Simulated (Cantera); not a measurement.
Feed: 1 mol Si, a varied amount of HF, 69 mol H2, equilibrated at 1075 °C and 6.80 mbar.

These are equilibrium values from Cantera (NASA tables, ideal gas, pure condensed phases), not measurements of a reactor. Candidate condensed phases: Si; 25 gas species. Rates play no part.

Question: Which condensed phases are stable at each of these points (n(HF) (mol)): 2.4, 2.8, 3.3, 3.9, 4.5, 5.3, 6.3, 7.3, 8.6, 10, 12?

Answer: 
```json
[
 {"n(HF) (mol)": "2.4", "condensed phases": "Si(s)", "Si condensed (%)": "34.7"},
 {"n(HF) (mol)": "2.8", "condensed phases": "Si(s)", "Si condensed (%)": "23.9"},
 {"n(HF) (mol)": "3.3", "condensed phases": "Si(s)", "Si condensed (%)": "10.4"},
 {"n(HF) (mol)": "3.9", "condensed phases": "gas only", "Si condensed (%)": "0.0"},
 {"n(HF) (mol)": "4.5", "condensed phases": "gas only", "Si condensed (%)": "0.0"},
 {"n(HF) (mol)": "5.3", "condensed phases": "gas only", "Si condensed (%)": "0.0"},
 {"n(HF) (mol)": "6.3", "condensed phases": "gas only", "Si condensed (%)": "0.0"},
 {"n(HF) (mol)": "7.3", "condensed phases": "gas only", "Si condensed (%)": "0.0"},
 {"n(HF) (mol)": "8.6", "condensed phases": "gas only", "Si condensed (%)": "0.0"},
 {"n(HF) (mol)": "10", "condensed phases": "gas only", "Si condensed (%)": "0.0"},
 {"n(HF) (mol)": "12", "condensed phases": "gas only", "Si condensed (%)": "0.0"}
]
```

From 2.4 mol HF to 3.3 mol HF the condensed part is Si(s). From 3.9 mol HF to 12 mol HF nothing is condensed.
